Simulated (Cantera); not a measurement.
## Thermal oxidation and active oxidation of silicon: Si + N2O + H2

Input: 1 mol Si, 0.13 mol N2O, 590 mol H2, equilibrated at 1.00 bar.

Cantera equilibrium calculation (NASA polynomials, part measured and part estimated; ideal gas, pure solids and liquids). Candidate condensed phases: H2O, Si, SiO2, Si2N2O, Si3N4; 35 gas species. Mutual solubility and eutectic melting of coexisting phases are not modelled. Gases not in the tables: Si2H6 and higher silanes. Rates play no part.

| T (°C) | x H2 | x H | x SiH2 | x Si | x SiO | n Si(s) | n Si2N2O(s) | n Si(l) |
|---|---|---|---|---|---|---|---|---|
| 977 | 1.000 | 4.83e-7 | 3.13e-8 | 8.31e-12 | 1.16e-8 | 0.740 | 0.130 | 0 |
| 1127 | 1.000 | 4.86e-6 | 3.77e-7 | 8.23e-10 | 6.17e-7 | 0.740 | 0.130 | 0 |
| 1277 | 1.000 | 3.15e-5 | 2.79e-6 | 3.32e-8 | 1.86e-5 | 0.749 | 0.119 | 0 |
| 1427 | 0.999 | 0.000147 | 1.42e-5 | 6.79e-7 | 0.000220 | 0 | 0 | 0.860 |
| 1577 | 0.999 | 0.000538 | 4.21e-5 | 6.45e-6 | 0.000220 | 0 | 0 | 0.837 |
| 1727 | 0.998 | 0.00162 | 0.000106 | 4.35e-5 | 0.000220 | 0 | 0 | 0.762 |
| 1877 | 0.995 | 0.00421 | 0.000233 | 0.000224 | 0.000220 | 0 | 0 | 0.527 |
x: gas mole fraction; n: condensed amount in mol.

From 977 °C to 1277 °C the condensed part is Si(s) + Si2N2O(s). From 1427 °C to 1877 °C the condensed part is Si(l). The main Si-bearing gas is SiH4 at 977 °C and SiH2 at 1877 °C. The share of Si in condensed phases is highest at 977 °C (100.0 %) and lowest at 1877 °C (52.7 %).
